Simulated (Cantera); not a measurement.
Cantera run:

```python
import numpy as np
import cantera as ct

gas_names = """
    CL CL2 H HCL H2 N NH NH2 NH3 N2 N2H2 N2H4 Si SiCL SiCL2 SiCL3 SiCL4 SiH SiHCL3 SiH2 SiH2CL2 SiH3
    SiH3CL SiH4 SiN Si2 Si2N Si3
""".split()
cond_names = """
    NH4CL(a) NH4CL(b) Si(cr) Si(L) Si3N4(a)
""".split()


# ... load() reads the species with a 1 bar reference pressure and builds the phases ...
atoms = {
    'SiCl4': {'Si': 1, 'CL': 4},
    'N2': {'N': 2},
    'H2': {'H': 2},
}
top_T = {'Si3N4(a)': 2400}  # K; cautious upper limits of use, not melting points


# ... equilibrate(T, P, feed) seeds the gas with the atoms and calls Mixture.equilibrate('TP', solver="vcs", rtol=1e-11, max_steps=5000) ...
results = []
P = 82000  # Pa
for T in [1123, 1223, 1323, 1423, 1523, 1623, 1723, 1823, 1923, 2023, 2123]:
    for m in [4, 5.7, 8.1, 12, 17, 24, 34, 48, 69, 99]:
        feed = {'SiCl4': 1, 'N2': 29, 'H2': m}  # mol
        mix = equilibrate(T, P, feed)
        results.append((T, P, feed, dict(zip(mix.species_names, mix.species_moles))))

for T, P, feed, n in results:
    print(f"{T:7g} {feed['H2']:10.4g}  " + (" + ".join(c for c in cond_names if n.get(c, 0) > 1e-12) or "gas only"))
```

Output:

```
   1123          4  Si3N4(a)
   1123        5.7  Si3N4(a)
   1123        8.1  Si3N4(a)
   1123         12  Si3N4(a)
   1123         17  Si3N4(a)
   1123         24  Si3N4(a)
   1123         34  Si3N4(a)
   1123         48  Si3N4(a)
   1123         69  Si3N4(a)
   1123         99  Si3N4(a)
   1223          4  Si3N4(a)
   1223        5.7  Si3N4(a)
   1223        8.1  Si3N4(a)
   1223         12  Si3N4(a)
   1223         17  Si3N4(a)
   1223         24  Si3N4(a)
   1223         34  Si3N4(a)
   1223         48  Si3N4(a)
   1223         69  Si3N4(a)
   1223         99  Si3N4(a)
   1323          4  Si3N4(a)
   1323        5.7  Si3N4(a)
   1323        8.1  Si3N4(a)
   1323         12  Si3N4(a)
   1323         17  Si3N4(a)
   1323         24  Si3N4(a)
   1323         34  Si3N4(a)
   1323         48  Si3N4(a)
   1323         69  Si3N4(a)
   1323         99  Si3N4(a)
   1423          4  Si3N4(a)
   1423        5.7  Si3N4(a)
   1423        8.1  Si3N4(a)
   1423         12  Si3N4(a)
   1423         17  Si3N4(a)
   1423         24  Si3N4(a)
   1423         34  Si3N4(a)
   1423         48  Si3N4(a)
   1423         69  Si3N4(a)
   1423         99  Si3N4(a)
   1523          4  Si3N4(a)
   1523        5.7  Si3N4(a)
   1523        8.1  Si3N4(a)
   1523         12  Si3N4(a)
   1523         17  Si3N4(a)
   1523         24  Si3N4(a)
   1523         34  Si3N4(a)
   1523         48  Si3N4(a)
   1523         69  Si3N4(a)
   1523         99  Si3N4(a)
   1623          4  Si3N4(a)
   1623        5.7  Si3N4(a)
   1623        8.1  Si3N4(a)
   1623         12  Si3N4(a)
   1623         17  Si3N4(a)
   1623         24  Si3N4(a)
   1623         34  Si3N4(a)
   1623         48  Si3N4(a)
   1623         69  Si3N4(a)
   1623         99  Si3N4(a)
   1723          4  Si3N4(a)
   1723        5.7  Si3N4(a)
   1723        8.1  Si3N4(a)
   1723         12  Si3N4(a)
   1723         17  Si3N4(a)
   1723         24  Si3N4(a)
   1723         34  Si3N4(a)
   1723         48  Si3N4(a)
   1723         69  Si3N4(a)
   1723         99  Si3N4(a)
   1823          4  Si3N4(a)
   1823        5.7  Si3N4(a)
   1823        8.1  Si3N4(a)
   1823         12  Si3N4(a)
   1823         17  Si3N4(a)
   1823         24  Si3N4(a)
   1823         34  Si3N4(a)
   1823         48  Si3N4(a)
   1823         69  Si3N4(a)
   1823         99  Si3N4(a)
   1923          4  Si3N4(a)
   1923        5.7  Si3N4(a)
   1923        8.1  Si3N4(a)
   1923         12  Si3N4(a)
   1923         17  Si3N4(a)
   1923         24  Si3N4(a)
   1923         34  Si3N4(a)
   1923         48  Si3N4(a)
   1923         69  Si3N4(a)
   1923         99  Si3N4(a)
   2023          4  gas only
   2023        5.7  Si3N4(a)
   2023        8.1  Si3N4(a)
   2023         12  Si3N4(a)
   2023         17  Si3N4(a)
   2023         24  Si3N4(a)
   2023         34  Si3N4(a)
   2023         48  Si3N4(a)
   2023         69  Si3N4(a)
   2023         99  Si(L)
   2123          4  gas only
   2123        5.7  gas only
   2123        8.1  gas only
   2123         12  Si(L)
   2123         17  Si(L)
   2123         24  Si(L)
   2123         34  Si(L)
   2123         48  Si(L)
   2123         69  Si(L)
   2123         99  Si(L)
```

Method: chemical equilibrium by Gibbs-energy minimisation in Cantera with the NASA 1993 tables (ideal gas, pure condensed phases). N2 is the only nitrogen source here; it is nearly inert below about 1500 K, so the nitride shown seldom forms there in practice. The tables' values for SiCl3 are old estimates.
